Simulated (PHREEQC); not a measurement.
Model water analysis in mg/kgw, 45 °C, pH 2.6, pe 11.4:

```tsv
constituent	mg/kgw
Na	1170
K	244
Ca	8.28
Mg	263
Cl	981
S(6) as SO4	2790
Mn(2)	6.05
Cu(2)	133
```

Cl is adjusted to close the charge balance.
Valence states are taken as typed.

Equilibrium calculation in PHREEQC: ion-association model, phreeqc.dat.

No solid was allowed to form.

Order these Mn species by the share of Mn that they hold, largest first: Mn+2, MnSO4, MnCl+.

Mn+2 (60 %), MnSO4 (37 %), MnCl+ (3.0 %)

The pH is 2.60 and the ionic strength 0.0968 mol/kgw. Away from 25 °C the constants follow the database's enthalpies or fits; those with neither stay at their 25 °C values.
